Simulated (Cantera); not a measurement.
Input (Python, Cantera) and output of one run.

```python
import numpy as np
import cantera as ct

gas_names = """
    CL CL2 H HCL H2 Si SiCL SiCL2 SiCL3 SiCL4 SiH SiHCL3 SiH2 SiH2CL2 SiH3 SiH3CL SiH4 Si2 Si3
""".split()
cond_names = """
    Si(cr) Si(L)
""".split()


# ... load() reads the species with a 1 bar reference pressure and builds the phases ...
atoms = {
    'Si': {'Si': 1},
    'HCl': {'H': 1, 'CL': 1},
    'H2': {'H': 2},
}
top_T = {}  # K; cautious upper limits of use, not melting points


# ... equilibrate(T, P, feed) seeds the gas with the atoms and calls Mixture.equilibrate('TP', solver="vcs", rtol=1e-11, max_steps=5000) ...
results = []
feed = {'Si': 1, 'HCl': 0.16, 'H2': 1.8}  # mol
P = 100000  # Pa
for T in [750, 800, 850, 900, 950, 1000, 1050, 1100, 1150, 1200, 1250, 1300]:
    mix = equilibrate(T, P, feed)
    results.append((T, P, feed, dict(zip(mix.species_names, mix.species_moles))))
    x = sorted(zip(gas.X, gas.species_names), reverse=True)
    print(f"T = {T:g} K  P = {P:g} Pa  gas = {mix.phase_moles(0):.4g} mol")
    print("   x: " + "  ".join(f"{s} {v:.3e}" for v, s in x if v > 0.001))
    print("   condensed (mol): " + ("  ".join(f"{mix.phase(i).name} {mix.phase_moles(i):.4g}"
          for i in range(1, mix.n_phases) if mix.phase_moles(i) > 1e-12) or "none"))
```

It prints:

```
T = 750 K  P = 100000 Pa  gas = 1.913 mol
   x: H2 9.752e-01  SiHCL3 1.225e-02  SiCL4 1.111e-02
   condensed (mol): Si(cr) 0.9534
T = 800 K  P = 100000 Pa  gas = 1.914 mol
   x: H2 9.749e-01  SiHCL3 1.201e-02  SiCL4 1.116e-02  SiH2CL2 1.043e-03
   condensed (mol): Si(cr) 0.9536
T = 850 K  P = 100000 Pa  gas = 1.914 mol
   x: H2 9.744e-01  SiHCL3 1.173e-02  SiCL4 1.115e-02  HCL 1.536e-03  SiH2CL2 1.086e-03
   condensed (mol): Si(cr) 0.954
T = 900 K  P = 100000 Pa  gas = 1.915 mol
   x: H2 9.737e-01  SiHCL3 1.142e-02  SiCL4 1.105e-02  HCL 2.676e-03  SiH2CL2 1.119e-03
   condensed (mol): Si(cr) 0.9547
T = 950 K  P = 100000 Pa  gas = 1.916 mol
   x: H2 9.724e-01  SiHCL3 1.104e-02  SiCL4 1.084e-02  HCL 4.378e-03  SiH2CL2 1.141e-03
   condensed (mol): Si(cr) 0.9556
T = 1000 K  P = 100000 Pa  gas = 1.917 mol
   x: H2 9.707e-01  SiHCL3 1.057e-02  SiCL4 1.048e-02  HCL 6.781e-03  SiH2CL2 1.150e-03
   condensed (mol): Si(cr) 0.9569
T = 1050 K  P = 100000 Pa  gas = 1.919 mol
   x: H2 9.684e-01  HCL 1.000e-02  SiHCL3 9.983e-03  SiCL4 9.933e-03  SiH2CL2 1.144e-03
   condensed (mol): Si(cr) 0.9585
T = 1100 K  P = 100000 Pa  gas = 1.922 mol
   x: H2 9.654e-01  HCL 1.412e-02  SiHCL3 9.252e-03  SiCL4 9.172e-03  SiH2CL2 1.119e-03
   condensed (mol): Si(cr) 0.9606
T = 1150 K  P = 100000 Pa  gas = 1.925 mol
   x: H2 9.616e-01  HCL 1.910e-02  SiHCL3 8.358e-03  SiCL4 8.176e-03  SiH2CL2 1.072e-03
   condensed (mol): Si(cr) 0.9629
T = 1200 K  P = 100000 Pa  gas = 1.929 mol
   x: H2 9.573e-01  HCL 2.483e-02  SiHCL3 7.296e-03  SiCL4 6.957e-03  SiCL2 1.521e-03  SiCL3 1.098e-03  SiH2CL2 1.001e-03
   condensed (mol): Si(cr) 0.9654
T = 1250 K  P = 100000 Pa  gas = 1.934 mol
   x: H2 9.524e-01  HCL 3.101e-02  SiHCL3 6.091e-03  SiCL4 5.573e-03  SiCL2 2.540e-03  SiCL3 1.406e-03
   condensed (mol): Si(cr) 0.968
T = 1300 K  P = 100000 Pa  gas = 1.939 mol
   x: H2 9.475e-01  HCL 3.717e-02  SiHCL3 4.811e-03  SiCL4 4.142e-03  SiCL2 3.888e-03  SiCL3 1.647e-03
   condensed (mol): Si(cr) 0.9703
```

Equilibrium computed with Cantera from the NASA thermochemical tables; the gas is ideal and each condensed phase is pure. The tables' values for SiCl3 are old estimates; treat these amounts as uncertain.
